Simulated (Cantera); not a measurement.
**Catalytic combustion on Pt**

An isothermal plug-flow reactor at 923 K and 3750 Torr (inlet), inlet velocity 1.1 m/s, active area per volume 110 1/m; feed CO : O₂ : N₂ = 0.0068 : 0.073 : 0.79 (molar parts), equivalence ratio 0.047.

Cantera simulation using Deutschmann's 1995 Pt surface mechanism with GRI-Mech 3.0 gas chemistry; the numbers are that mechanism's predictions, not measurements. Catalytic surfaces can have several steady states; this one follows from the mechanism file's or the stated starting coverage. Mass transfer to the wall is taken as infinitely fast.

```tsv
z (m)	x CO	x O₂	x H₂O	x CO₂	θ free Pt	θ O*	θ CO*
4.1e-05	0.00693	0.0835	<1e-12	0.000896	0.401	0.100	0.499
6.9e-05	0.00621	0.0832	<1e-12	0.00161	0.432	0.132	0.436
0.00011	0.00496	0.0826	<1e-12	0.00287	0.471	0.309	0.220
0.00019	0.00409	0.0822	<1e-12	0.00375	0.172	0.817	0.0104
0.00032	0.00370	0.0820	<1e-12	0.00414	0.139	0.855	0.00585
0.00053	0.00329	0.0818	<1e-12	0.00454	0.121	0.875	0.00389
0.00089	0.00281	0.0816	<1e-12	0.00502	0.108	0.889	0.00262
0.0015	0.00227	0.0814	<1e-12	0.00557	0.0984	0.900	0.00172
0.0025	0.00168	0.0811	<1e-12	0.00616	0.0908	0.908	0.00108
0.0041	0.00112	0.0808	<1e-12	0.00673	0.0850	0.914	0.000621
```
x: gas mole fraction; θ: surface coverage.
